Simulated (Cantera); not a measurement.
A perfectly stirred reactor is fed with H₂ : O₂ : N₂ = 0.019 : 1 : 0.4 (molar parts), equivalence ratio 0.0095, at 10.00 Torr; it is held at 1125 K, and followed from long to short residence time.

Detailed kinetics in Cantera: the H2/O2 subset of GRI-Mech 3.0, which has no nitrogen chemistry. Radical loss at walls, strong at low pressure, is not modelled.

**Question.** Predict: x(H₂) at τ = 6.90 s; x(O₂) at τ = 6.90 s; x(H) at τ = 6.90 s; x(O) at τ = 6.90 s; x(OH) at τ = 6.90 s; x(H₂) at τ = 0.130 s; x(O₂) at τ = 0.130 s; x(H) at τ = 0.130 s; x(O) at τ = 0.130 s; x(OH) at τ = 0.130 s.

**Answer.** x(H₂) at τ = 6.90 s: 2.93e-5
x(O₂) at τ = 6.90 s: 0.702
x(H) at τ = 6.90 s: 1.48e-5
x(O) at τ = 6.90 s: 0.000541
x(OH) at τ = 6.90 s: 0.000191
x(H₂) at τ = 0.130 s: 0.000289
x(O₂) at τ = 0.130 s: 0.698
x(H) at τ = 0.130 s: 0.000462
x(O) at τ = 0.130 s: 0.00468
x(OH) at τ = 0.130 s: 0.000680
